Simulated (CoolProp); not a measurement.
Vapour pressure (MPa) of carbonyl sulfide: the reference equation beside estimates from Tc = 105.6 °C, pc = 6.369 MPa, ω = 0.098.

Values from CoolProp's reference Helmholtz-energy equation of state, Lemmon 2006. It is a short technical equation, of lower accuracy than the large ones.

```
T (°C)  reference  van der Waals  Peng-Robinson
------  ---------  -------------  -------------
-66.55    0.04429         0.3119        0.04557
-59.05    0.06584         0.3886        0.06726
-51.65    0.09452         0.4763        0.09601
-44.25     0.1322         0.5766         0.1337
-36.85     0.1806         0.6904         0.1820
-29.45     0.2417         0.8185         0.2428
-22.05     0.3174         0.9616         0.3181
-14.65     0.4097          1.120         0.4101
-7.25      0.5209          1.295         0.5208
0.25       0.6551          1.490         0.6547
7.65       0.8110          1.700         0.8104
15.05      0.9926          1.928         0.9920
22.45       1.202          2.175          1.202
29.85       1.442          2.441          1.443
37.25       1.715          2.727          1.718
```

Absolute difference from the reference over all 15 rows, mean and median: van der Waals 228.1 and 173.4 %, Peng-Robinson 0.7 and 0.2 %.
